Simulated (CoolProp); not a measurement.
Saturation properties of toluene.

Computed with CoolProp (reference Helmholtz-energy equation of state, Lemmon 2006). It is a short technical equation, of lower accuracy than the large ones.

| T (K) | p (MPa) | liquid density (kg/m³) | liquid conductivity (mW/(m K)) |
|---|---|---|---|
| 343.7 | 0.02775 | 819.0 | 118 |
| 360.4 | 0.04963 | 802.7 | 113 |
| 377.1 | 0.08357 | 785.9 | 109 |
| 393.8 | 0.1337 | ? | 105 |
| 410.5 | 0.2046 | 750.9 | 101 |
| 427.2 | ? | 732.4 | 96.9 |
| 443.9 | 0.4302 | 713.0 | 93.3 |
| 460.6 | 0.5964 | ? | 90.0 |
| 477.3 | 0.8069 | ? | 87.0 |
| 494 | ? | 647.1 | ? |
| 510.7 | 1.389 | 621.2 | 81.8 |

Some entries are withheld; supply them.


- 393.8, liquid density (kg/m³): 768.7
- 427.2, p (MPa): 0.3016
- 460.6, liquid density (kg/m³): 692.5
- 477.3, liquid density (kg/m³): 670.7
- 494, p (MPa): 1.069
- 494, liquid conductivity (mW/(m K)): 84.3

It boils at 383.7 K under 1 atm.

Thermal conductivity comes from a separate model (Assael 2012).
